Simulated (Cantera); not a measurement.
A Cantera script and what it prints.

```python
import numpy as np
import cantera as ct

gas_names = """
    CL CLO CL2 Fe FeCL FeCL2 FeCL3 FeO Fe(OH)2 Fe2CL4 Fe2CL6 H HCL HNO HNO2 HNO3 HOCL HO2 H2 H2O H2O2 N
    NH NH2 NH3 NH2OH NO NO2 NO3 N2 N2H2 N2H4 N2O O OH O2 O3
""".split()
cond_names = """
    Fe(a) Fe(c) Fe(d) Fe(L) FeCL2(s) FeCL2(L) FeCL3(s) FeCL3(L) FeO(s) FeO(L) Fe(OH)2(s) Fe(OH)3(s)
    Fe2O3(s) Fe3O4(s) H2O(s) H2O(L) NH4CL(a) NH4CL(b)
""".split()


# ... load() reads the species with a 1 bar reference pressure and builds the phases ...
atoms = {
    'FeCl3': {'Fe': 1, 'CL': 3},
    'HCl': {'H': 1, 'CL': 1},
    'N2': {'N': 2},
    'O2': {'O': 2},
}
top_T = {'Fe2O3(s)': 1830, 'Fe3O4(s)': 1870}  # K; cautious upper limits of use, not melting points


# ... equilibrate(T, P, feed) seeds the gas with the atoms and calls Mixture.equilibrate('TP', solver="vcs", rtol=1e-11, max_steps=5000) ...
results = []
feed = {'FeCl3': 1, 'HCl': 0.54, 'N2': 1, 'O2': 0.039}  # mol
P = 61000  # Pa
for T in [1348, 1448, 1548, 1648, 1748, 1848, 1948, 2048, 2148]:
    mix = equilibrate(T, P, feed)
    results.append((T, P, feed, dict(zip(mix.species_names, mix.species_moles))))
    x = sorted(zip(gas.X, gas.species_names), reverse=True)
    print(f"T = {T:g} K  P = {P:g} Pa  gas = {mix.phase_moles(0):.4g} mol")
    print("   x: " + "  ".join(f"{s} {v:.3e}" for v, s in x if v > 1e-05))
    print("   condensed (mol): " + ("  ".join(f"{mix.phase(i).name} {mix.phase_moles(i):.4g}"
          for i in range(1, mix.n_phases) if mix.phase_moles(i) > 1e-12) or "none"))
```

It prints:

```
T = 1348 K  P = 61000 Pa  gas = 2.745 mol
   x: N2 3.643e-01  FeCL3 2.314e-01  HCL 1.928e-01  FeCL2 1.216e-01  CL2 7.098e-02  O2 8.106e-03  CL 6.396e-03  H2O 1.972e-03  Fe2CL4 1.260e-03  Fe2CL6 1.019e-03  NO 7.148e-05  CLO 1.370e-05
   condensed (mol): Fe2O3(s) 0.009282
T = 1448 K  P = 61000 Pa  gas = 2.842 mol
   x: N2 3.518e-01  HCL 1.872e-01  FeCL3 1.773e-01  FeCL2 1.719e-01  CL2 8.103e-02  CL 1.482e-02  O2 1.291e-02  H2O 1.422e-03  Fe2CL4 1.062e-03  Fe2CL6 2.693e-04  NO 1.558e-04  CLO 3.463e-05
   condensed (mol): none
T = 1548 K  P = 61000 Pa  gas = 2.932 mol
   x: N2 3.409e-01  FeCL2 2.111e-01  HCL 1.824e-01  FeCL3 1.282e-01  CL2 9.166e-02  CL 3.098e-02  O2 1.271e-02  H2O 8.587e-04  Fe2CL4 7.581e-04  NO 2.485e-04  Fe2CL6 7.096e-05  CLO 6.319e-05
   condensed (mol): none
T = 1648 K  P = 61000 Pa  gas = 3.029 mol
   x: N2 3.299e-01  FeCL2 2.412e-01  HCL 1.771e-01  CL2 9.331e-02  FeCL3 8.791e-02  CL 5.666e-02  O2 1.233e-02  H2O 5.900e-04  Fe2CL4 5.142e-04  NO 3.708e-04  CLO 1.017e-04  Fe2CL6 1.840e-05  OH 1.082e-05
   condensed (mol): none
T = 1748 K  P = 61000 Pa  gas = 3.131 mol
   x: N2 3.191e-01  FeCL2 2.612e-01  HCL 1.715e-01  CL 9.190e-02  CL2 8.539e-02  FeCL3 5.748e-02  O2 1.187e-02  NO 5.243e-04  H2O 4.616e-04  Fe2CL4 3.388e-04  CLO 1.462e-04  OH 1.870e-05  O 1.023e-05
   condensed (mol): none
T = 1848 K  P = 61000 Pa  gas = 3.235 mol
   x: N2 3.087e-01  FeCL2 2.726e-01  HCL 1.660e-01  CL 1.335e-01  CL2 7.012e-02  FeCL3 3.604e-02  O2 1.137e-02  NO 7.094e-04  H2O 4.120e-04  Fe2CL4 2.210e-04  CLO 1.896e-04  OH 3.205e-05  O 2.586e-05
   condensed (mol): none
T = 1948 K  P = 61000 Pa  gas = 3.334 mol
   x: N2 2.995e-01  FeCL2 2.779e-01  CL 1.753e-01  HCL 1.611e-01  CL2 5.177e-02  FeCL3 2.182e-02  O2 1.085e-02  NO 9.269e-04  H2O 4.196e-04  CLO 2.240e-04  Fe2CL4 1.452e-04  O 5.925e-05  OH 5.508e-05
   condensed (mol): none
T = 2048 K  P = 61000 Pa  gas = 3.416 mol
   x: N2 2.921e-01  FeCL2 2.796e-01  CL 2.110e-01  HCL 1.570e-01  CL2 3.484e-02  FeCL3 1.290e-02  O2 1.035e-02  NO 1.178e-03  H2O 4.823e-04  CLO 2.442e-04  O 1.249e-04  Fe2CL4 9.740e-05  OH 9.532e-05
   condensed (mol): none
T = 2148 K  P = 61000 Pa  gas = 3.477 mol
   x: N2 2.868e-01  FeCL2 2.799e-01  CL 2.372e-01  HCL 1.539e-01  CL2 2.196e-02  O2 9.847e-03  FeCL3 7.568e-03  NO 1.462e-03  H2O 6.081e-04  CLO 2.501e-04  O 2.450e-04  OH 1.649e-04  Fe2CL4 6.724e-05  H 1.352e-05
   condensed (mol): none
```

Cantera equilibrium calculation (NASA polynomials, part measured and part estimated; ideal gas, pure solids and liquids).
